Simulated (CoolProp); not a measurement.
Properties of R113 along the isotherm 500 K.

The numbers come from the reference Helmholtz-energy equation of state, Marx 1992 in CoolProp.

```tsv
p (MPa)	phase	cp (kJ/(kg K))	Joule-Thomson coefficient (K/MPa)	isothermal compressibility (1/MPa)
1.54	gas	0.8732	10.47	0.7860
3.08	gas	1.165	15.24	0.6344
4.63	supercritical	1.906	5.633	0.2176
6.17	supercritical	1.326	2.078	0.05464
7.71	supercritical	1.209	1.226	0.03133
9.25	supercritical	1.153	0.8203	0.02209
10.8	supercritical	1.120	0.5755	0.01711
12.3	supercritical	1.097	0.4149	0.01408
13.9	supercritical	1.079	0.2905	0.01187
15.4	supercritical	1.066	0.2016	0.01036
17	supercritical	1.055	0.1265	0.009137
```

The peak of cp marks the crossing from liquid-like to gas-like fluid above the critical point.
